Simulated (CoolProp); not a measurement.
Computed with CoolProp (reference Helmholtz-energy equation of state, Lemmon 2006). It is a short technical equation, of lower accuracy than the large ones.

**Question.** For acetone, give the phase and the cv (kJ/(kg K)), speed of sound (m/s), Joule-Thomson coefficient (K/MPa) at 300.2 K and 0.101 MPa; 355.7 K and 0.101 MPa; 439 K and 0.101 MPa.

**Answer.** 
- 300.2 K and 0.101 MPa: liquid; cv 1.55, speed of sound 1150, Joule-Thomson coefficient -0.339
- 355.7 K and 0.101 MPa: gas; cv 1.38, speed of sound 232, Joule-Thomson coefficient 53.6
- 439 K and 0.101 MPa: gas; cv 1.57, speed of sound 259, Joule-Thomson coefficient 20.1
